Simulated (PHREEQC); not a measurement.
Consider water at 65 °C with 0.21 mol FeSO4, 0.0018 mol MgSO4 and 0.0018 mol H2SO4 per kg of water. Closed to the air; pH follows from the charge balance.

Model: ion-association model, wateq4f.dat, run in PHREEQC.

This is a speciation only: nothing precipitates in the calculation.

**Question.** Predict the pH, ionic strength.

**Answer.** pH 3.45; ionic strength 0.342 mol/kgw.

**Question.** In which forms is S present?

**Answer.** FeSO4 58 %, SO4-2 40 %, HSO4- 1.2 %, MgSO4 0.6 % of the S.

At this temperature some constants are extrapolated from 25 °C, and those without enthalpy data are left unchanged.
